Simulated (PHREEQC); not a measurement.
A solution holds 0.0035 mol H2SO4, 0.23 mol ZnSO4 and 0.0047 mol Fe2(SO4)3 per kg of water, at 25 °C. Closed to the air; pH follows from the charge balance.

Equilibrium calculation in PHREEQC: ion-association model, phreeqc.dat.

Question: The ionic strength comes out as 0.456 mol/kgw. What activity coefficients do Fe(SO4)2-, SO4-2, H+, HSO4-, Fe+3 get?

Answer: Fe(SO4)2- 0.73, SO4-2 0.21, H+ 0.77, HSO4- 0.73, Fe+3 0.092.

This is a speciation only: nothing precipitates in the calculation. Examples of supersaturated solids here: Hematite (slow to form), Goethite (slow to form). Others may be too.
